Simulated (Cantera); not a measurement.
## AlN + Cl2 + H2 (nitride etching)

Charge: 1 mol AlN, 36 mol Cl2, 9.1 mol H2, held at 1573.15 K.

Equilibrium computed with Cantera from the NASA thermochemical tables; the gas is ideal and each condensed phase is pure. Candidate condensed phases: Al, AlCl3, AlN, NH4Cl; 20 gas species. The tables' values for AlCl2 are old estimates; treat these amounts as uncertain. Kinetics and transport are ignored.

From 1.00e-5 bar to 1.00 bar nothing is condensed. The main Al-bearing gas is AlCl3 throughout.

```csv
P (Pa),x Cl,x Cl2,x HCl,x AlCl3,x N2,x AlCl2
1,0.720,0.000593,0.258,0.0139,0.00709,0.000286
4.20,0.717,0.00247,0.259,0.0141,0.00711,6.97e-5
18,0.707,0.0103,0.261,0.0143,0.00717,1.67e-5
75,0.671,0.0387,0.268,0.0147,0.00737,4.34e-6
320,0.569,0.119,0.289,0.0159,0.00793,1.29e-6
1300,0.406,0.246,0.322,0.0177,0.00883,4.96e-7
5600,0.242,0.374,0.355,0.0195,0.00975,2.14e-7
24000,0.130,0.462,0.377,0.0207,0.0104,9.89e-8
100000,0.0668,0.511,0.390,0.0214,0.0107,4.76e-8
```
x: gas mole fraction; nothing condenses.
